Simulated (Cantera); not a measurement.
Input: 1 mol C3H8, 0.029 mol CO2, 1.2 mol N2, held at 2025 °C and 13.3 mbar.

These are equilibrium values from Cantera (NASA tables, ideal gas, pure condensed phases), not measurements of a reactor. Candidate condensed phases: C, C6H6, C7H8, C8H18, H2O; 136 gas species. Equilibrium is a limit: real reactors are often held back by kinetics, nucleation or transport.

Base state: H2 0.689, N2 0.212, H 0.0689, HCN 0.0156, CO 0.0107, C2H2 (acetylene) 0.00295, HNC 0.00142, CN 6.62e-5 (mole fractions); condensed: C(graphite).

Question: What changes in the equilibrium state with this change: C3H8 replaced by CH3OH?

Answer: 
```csv
species,before,after
H2,0.689,0.427
N2,0.212,0.276
CO,0.0107,0.236
HCN,0.0156,1.33e-7
H,0.0689,0.0542
C2H2 (acetylene),0.00295,<1e-9
H2O,4.11e-9,0.00595
CO2,<1e-9,0.000587
OH,<1e-9,0.000121
"C(graphite), mol",2.85,0
```
